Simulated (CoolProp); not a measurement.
Vapour-liquid equilibrium of acetone (1) + toluene (2) at 98.75 °C; x and y are mole fractions of (1).

Model: multi-fluid Helmholtz-energy mixture model, Lemmon 2006 and Lemmon 2006; pair parameters Bell 2016, in CoolProp.

```csv
x,bubble pressure (MPa),y at the bubble point,dew pressure at overall composition x (MPa),liquid density (mol/L)
0.05,0.09490,0.275,0.07485,8.707
0.2,0.1521,0.599,0.08717,9.090
0.35,0.1970,0.731,0.1042,9.511
0.5,0.2359,0.813,0.1289,9.977
0.65,0.2724,0.875,0.1671,10.50
0.8,0.3091,0.930,0.2291,11.08
0.95,0.3472,0.983,0.3230,11.74
```

No azeotrope shows between x = 0.05 and 0.95.

The pair parameters rest on a limited set of measurements; away from them the model extrapolates.
